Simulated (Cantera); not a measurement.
Input (Python, Cantera) and output of one run.

```python
import numpy as np
import cantera as ct

gas_names = """
    C CH CH2 CH3 CH2OH CH3O CH4 CH3OH CO CO2 COOH C2 C2H CHCO,ketyl C2H2,acetylene C2H2,vinylidene
    CH2CO,ketene C2H3,vinyl CH3CO,acetyl C2H4 C2H4O,ethylen CH3CHO,ethanal CH3COOH (HCOOH)2 C2H5 C2H6
    CH3OCH3 C2H5OH C2O C3 C3H3,propargyl C3H4,allene C3H4,propyne C3H4,cyclo- C3H5,allyl C3H6,propylene
    C3H6,cyclo- C3H6O C3H7,n-propyl C3H7,i-propyl C3H8 C3H8O,1propanol C3H8O,2propanol C3O2 C4 C4H2
    C4H4,1,3-cyclo- C4H6,butadiene C4H6,2-butyne C4H6,cyclo- C4H8,1-butene C4H8,cis2-buten
    C4H8,tr2-butene C4H8,isobutene C4H8,cyclo- (CH3COOH)2 C4H9,n-butyl C4H9,i-butyl C4H9,s-butyl
    C4H9,t-butyl C4H10,isobutane C4H10,n-butane C5 C5H6,1,3cyclo- C5H8,cyclo- C5H10,1-pentene
    C5H10,cyclo- C5H11,pentyl C5H11,t-pentyl C5H12,n-pentane C5H12,i-pentane CH3C(CH3)2CH3 C6H2
    C6H5,phenyl C6H5O,phenoxy C6H6 C6H5OH,phenol C6H10,cyclo- C6H12,1-hexene C6H12,cyclo- C6H13,n-hexyl
    C7H7,benzyl C7H8 C7H8O,cresol C7H14,1-heptene C7H15,n-heptyl C7H16,n-heptane C8H8,styrene
    C8H10,ethylbenz C8H16,1-octene C8H17,n-octyl C8H18,isooctane C8H18,n-octane C9H19,n-nonyl
    C10H8,naphthale C10H21,n-decyl C12H9,o-bipheny C12H10,bipheny H HCO HO2 H2 HCHO,formaldehy HCOOH H2O
    H2O2 O OH O2 O3 Pb PbO Pb2
""".split()
cond_names = """
    C(gr) C6H6(L) C7H8(L) C8H18(L),n-octa H2O(s) H2O(L) Pb(cr) Pb(L) PbO(rd) PbO(yw) PbO(L) PbO2(s)
    Pb3O4(s)
""".split()


def load(file, names, dense=False):
    # The tables refer to 1 bar. Condensed volumes are neglected.
    table = {s.name: s for s in ct.Species.list_from_file(file)}
    out = []
    for n in names:
        d = dict(table[n].input_data)
        d["thermo"] = dict(d["thermo"], **{"reference-pressure": 1e5})
        if dense:
            d["equation-of-state"] = {"model": "constant-volume", "density": "1e6 g/cm^3"}
        out.append(ct.Species.from_dict(d))
    return out


gas = ct.Solution(thermo="ideal-gas", species=load("nasa_gas.yaml", gas_names))
cond = {s.name: ct.Solution(thermo="fixed-stoichiometry", species=[s], name=s.name)
        for s in load("nasa_condensed.yaml", cond_names, dense=True)}
atoms = {
    'PbO': {'Pb': 1, 'O': 1},
    'CO': {'C': 1, 'O': 1},
    'H2': {'H': 2},
}
top_T = {'C(gr)': 4500, 'Pb3O4(s)': 820}  # K; cautious upper limits of use, not melting points


def equilibrate(T, P, feed):
    n = {}
    for name, mol in feed.items():
        for a, k in atoms[name].items():
            n[a] = n.get(a, 0.0) + k * mol
    gas.TPX = T, P, n
    mass = sum(n.values()) * gas.mean_molecular_weight
    gas.equilibrate("TP")
    valid = [c for c in cond.values() if c.min_temp <= T <= top_T.get(c.name, c.max_temp)]
    mix = ct.Mixture([(gas, mass / gas.mean_molecular_weight)] + [(c, 0.0) for c in valid])
    mix.T, mix.P = T, P
    mix.equilibrate("TP", solver="vcs", rtol=1e-11, max_steps=5000)
    return mix


results = []
feed = {'PbO': 1, 'CO': 0.3, 'H2': 0.16}  # mol
P = 24  # Pa
for T in [723, 798, 873, 948, 1023, 1098, 1173, 1248, 1323, 1398, 1473, 1548, 1623]:
    mix = equilibrate(T, P, feed)
    results.append((T, P, feed, dict(zip(mix.species_names, mix.species_moles))))
    x = sorted(zip(gas.X, gas.species_names), reverse=True)
    print(f"T = {T:g} K  P = {P:g} Pa  gas = {mix.phase_moles(0):.4g} mol")
    print("   x: " + "  ".join(f"{s} {v:.3e}" for v, s in x if v > 1e-05))
    print("   condensed (mol): " + ("  ".join(f"{mix.phase(i).name} {mix.phase_moles(i):.4g}"
          for i in range(1, mix.n_phases) if mix.phase_moles(i) > 1e-12) or "none"))
```

Output:

```
T = 723 K  P = 24 Pa  gas = 0.46 mol
   x: CO2 6.522e-01  H2O 3.478e-01  H2 1.450e-05  Pb 1.290e-05
   condensed (mol): Pb(L) 0.46  PbO(rd) 0.54
T = 798 K  P = 24 Pa  gas = 0.4601 mol
   x: CO2 6.520e-01  H2O 3.477e-01  Pb 2.386e-04  H2 2.173e-05
   condensed (mol): Pb(L) 0.4599  PbO(yw) 0.54
T = 873 K  P = 24 Pa  gas = 0.4612 mol
   x: CO2 6.504e-01  H2O 3.469e-01  Pb 2.650e-03  H2 3.083e-05  CO 2.166e-05
   condensed (mol): Pb(L) 0.4588  PbO(yw) 0.54
T = 948 K  P = 24 Pa  gas = 0.4695 mol
   x: CO2 6.390e-01  H2O 3.408e-01  Pb 1.996e-02  PbO 2.041e-04  CO 4.282e-05  H2 4.130e-05
   condensed (mol): Pb(L) 0.4506  PbO(yw) 0.5399
T = 1023 K  P = 24 Pa  gas = 0.5191 mol
   x: CO2 5.779e-01  H2O 3.082e-01  Pb 1.111e-01  PbO 2.680e-03  CO 7.066e-05  H2 4.925e-05
   condensed (mol): Pb(L) 0.4023  PbO(yw) 0.5387
T = 1098 K  P = 24 Pa  gas = 0.941 mol
   x: Pb 4.867e-01  CO2 3.188e-01  H2O 1.700e-01  PbO 2.444e-02  CO 6.580e-05  H2 3.486e-05
   condensed (mol): Pb(L) 0.001937  PbO(yw) 0.5171
T = 1173 K  P = 24 Pa  gas = 1.097 mol
   x: Pb 4.196e-01  CO2 2.736e-01  PbO 1.609e-01  H2O 1.459e-01  O2 5.309e-05  CO 2.207e-05
   condensed (mol): PbO(L) 0.3635
T = 1248 K  P = 24 Pa  gas = 1.463 mol
   x: PbO 3.646e-01  Pb 3.188e-01  CO2 2.050e-01  H2O 1.093e-01  O2 2.233e-03  OH 1.512e-05  CO 1.447e-05
   condensed (mol): none
T = 1323 K  P = 24 Pa  gas = 1.471 mol
   x: PbO 3.514e-01  Pb 3.281e-01  CO2 2.038e-01  H2O 1.087e-01  O2 7.774e-03  OH 5.011e-05  CO 3.589e-05  H2 1.032e-05
   condensed (mol): none
T = 1398 K  P = 24 Pa  gas = 1.49 mol
   x: Pb 3.486e-01  PbO 3.227e-01  CO2 2.013e-01  H2O 1.073e-01  O2 1.991e-02  OH 1.393e-04  CO 8.726e-05  H2 2.151e-05
   condensed (mol): none
T = 1473 K  P = 24 Pa  gas = 1.518 mol
   x: Pb 3.792e-01  PbO 2.794e-01  CO2 1.974e-01  H2O 1.052e-01  O2 3.816e-02  OH 3.313e-04  CO 2.114e-04  H2 4.552e-05  O 3.519e-05
   condensed (mol): none
T = 1548 K  P = 24 Pa  gas = 1.552 mol
   x: Pb 4.142e-01  PbO 2.300e-01  CO2 1.928e-01  H2O 1.026e-01  O2 5.901e-02  OH 6.950e-04  CO 5.034e-04  O 1.196e-04  H2 9.611e-05  H 1.949e-05
   condensed (mol): none
T = 1623 K  P = 24 Pa  gas = 1.587 mol
   x: Pb 4.476e-01  CO2 1.879e-01  PbO 1.825e-01  H2O 9.992e-02  O2 7.907e-02  OH 1.324e-03  CO 1.158e-03  O 3.452e-04  H2 1.987e-04  H 6.289e-05
   condensed (mol): none
```

Equilibrium computed with Cantera from the NASA thermochemical tables; the gas is ideal and each condensed phase is pure. Mutual solubility and eutectic melting of coexisting phases are not modelled.
